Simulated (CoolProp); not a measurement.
Carbon monoxide along the isotherm -108.65 °C: density (kg/m³) from the reference equation and from simpler models built on Tc = -140.3 °C, pc = 3498 kPa, ω = 0.050; each cubic takes its own stable root.

Values from CoolProp's reference Helmholtz-energy equation of state, Lemmon 2006. It is a short technical equation, of lower accuracy than the large ones.

```tsv
p (kPa)	phase	reference	van der Waals	Peng-Robinson
55.3	gas	1.136	1.136	1.136
114	gas	2.348	2.348	2.350
233	gas	4.828	4.828	4.838
479	gas	10.05	10.05	10.10
984	gas	21.21	21.23	21.40
2020	gas	46.20	46.39	47.02
4150	supercritical	109.2	112.3	112.8
8520	supercritical	294.1	300.7	298.1
17500	supercritical	489.1	422.4	518.3
```
